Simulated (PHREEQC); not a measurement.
Solution (5 °C): 52 mmol/kgw HCl and 0.375 mmol/kgw FeCl3. Closed to the air; pH follows from the charge balance.

Computed with PHREEQC (ion-association model, wateq4f.dat).

Precipitation was switched off in this run.

**Question.** Predict the pH.

**Answer.** pH 1.35.

**Question.** In which forms is Fe present?

**Answer.** Fe+3 69 %, FeCl+2 24 %, FeCl2+ 5.1 %, FeOH+2 1.5 % of the Fe.

Saturation is exceeded, for instance for Hematite (slow to form), Goethite (slow to form); the values hold only as long as no solid forms. Species that the database lacks are ignored. At this temperature some constants are extrapolated from 25 °C, and those without enthalpy data are left unchanged.
